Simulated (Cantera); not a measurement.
Charge: 1 mol SiH4, 0.039 mol C3H8, 7.1 mol H2, equilibrated at 1330 Pa.

Equilibrium computed with Cantera from the NASA thermochemical tables; the gas is ideal and each condensed phase is pure. Candidate condensed phases: C, C6H6, C7H8, C8H18, Si, SiC; 87 gas species. Mutual solubility and eutectic melting of coexisting phases are not modelled. Gases not in the tables: Si2H6 and higher silanes. Equilibrium is a limit: real reactors are often held back by kinetics, nucleation or transport.

At 1973 K, list the 6 most abundant gas species with their mole fractions, and the condensed phases.

H2 0.986, H 0.0116, Si 0.00237, SiH 0.000196, SiH2 8.96e-5, Si2C 5.78e-5. Condensed: Si(l) + SiC(s).
